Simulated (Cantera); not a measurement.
Input: 1 mol BF3, 0.45 mol O2, 2.2 mol N2, equilibrated at 0.0133 bar.

These are equilibrium values from Cantera (NASA tables, ideal gas, pure condensed phases), not measurements of a reactor. Candidate condensed phases: B, BN, B2O3; 31 gas species. Kinetics and transport are ignored. All values below are at 1473 K.

Base state: N2 0.602, BF3 0.274, O2 0.123, NO 0.000715, F 8.57e-5, BOF 4.13e-5 (mole fractions); condensed: gas only.

Task: What changes in the equilibrium state with this change: BF3 replaced by BCl3?

Result: 
```json
[
 {"species": "N2", "before": "0.602", "after": "0.570"},
 {"species": "Cl", "before": "0", "after": "0.164"},
 {"species": "Cl2", "before": "0", "after": "0.151"},
 {"species": "BF3", "before": "0.274", "after": "0"},
 {"species": "BCl3", "before": "0", "after": "0.0730"},
 {"species": "B3O3Cl3", "before": "0", "after": "0.0250"},
 {"species": "BOCl", "before": "0", "after": "0.0169"},
 {"species": "O2", "before": "0.123", "after": "2.12e-6"},
 {"species": "B2O3", "before": "<1e-9", "after": "0.000927"},
 {"species": "F", "before": "8.57e-5", "after": "0"},
 {"species": "BOF", "before": "4.13e-5", "after": "0"},
 {"species": "B2O3(l), mol", "before": "0", "after": "0.178"}
]
```
The tables' values for BOCl are old estimates; treat these amounts as uncertain.
